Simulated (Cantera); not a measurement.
Charge: 1 mol MgF2, 22 mol H2, equilibrated at 502 °C and 10.0 Torr.

Equilibrium computed with Cantera from the NASA thermochemical tables; the gas is ideal and each condensed phase is pure. Candidate condensed phases: Mg, MgF2; 17 gas species. Kinetics and transport are ignored.

What is the equilibrium state?


```
Item                                  Value
--------------------------------  ---------
x(H2)                                  1.00
n(MgF2(s))                         1.00 mol
gas amount                        22.00 mol
log10 activity of Mg(s) (absent)      -7.94
```
